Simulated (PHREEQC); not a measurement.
**Nickel, zinc or cadmium bath: an equilibrium model**

Solution (25 °C): 0.023 mol ZnCl2, 0.054 mol NaCl and 6.7e-05 mol FeSO4 per kg of water. Closed to the air; pH follows from the charge balance.

The numbers come from PHREEQC with the ion-association model, phreeqc.dat.

| Item | Result |
|---|---|
| pH | 5.32 |
| ionic strength | 0.119 mol/kgw |
| specific conductance | 9890 µS/cm |
| density | 1.002 g/cm³ |

```
species  molality  activity   log γ
-------  --------  --------  ------
Cl-        0.0978    0.0737  -0.123
Na+        0.0540    0.0419  -0.111
Zn+2       0.0209   0.00743  -0.449
ZnCl+     0.00195   0.00147  -0.121
ZnCl2    0.000111  0.000114   0.012
Fe+2      6.37e-5   2.43e-5  -0.419
SO4-2     3.96e-5   1.39e-5  -0.454
ZnSO4     2.36e-5   2.42e-5   0.012
ZnCl3-    1.24e-5   9.42e-6  -0.121
```

This is a speciation only: nothing precipitates in the calculation. Species that the database lacks are ignored.
